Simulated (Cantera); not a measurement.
Input: 1 mol borazine, 2.7 mol H2O, 0.46 mol N2, held at 0.120 bar.

Cantera equilibrium calculation (NASA polynomials, part measured and part estimated; ideal gas, pure solids and liquids). Candidate condensed phases: B, BN, B2O3, B3O3H3, H2O; 39 gas species. The feed counts by its element totals alone. Mutual solubility and eutectic melting of coexisting phases are not modelled. Gases not in the tables: H3BO3. Rates play no part.

Problem. At 1323 K, list the 5 most abundant gas species with their mole fractions, and the condensed phases.

Solution. H2 0.806, N2 0.192, H2O 0.00193, HBO2 0.000512, HBO 3.35e-5. Condensed: BN(s) + B2O3(l).
